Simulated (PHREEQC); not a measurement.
**Acid rinse or clean: an equilibrium model**

Dissolve 0.033 mol/kgw HF and 0.000462 mol/kgw KCl at 25 °C. Closed to the air; pH follows from the charge balance.

All values are PHREEQC results (ion-association model, phreeqc.dat), not measurements.

Precipitation was switched off in this run.

Task: What pH, ionic strength does the model give?

Result: pH 2.34; ionic strength 0.00533 mol/kgw.

Task: In which forms is F present?

Result: HF 84 %, F- 13 %, HF2- 2.8 % of the F.
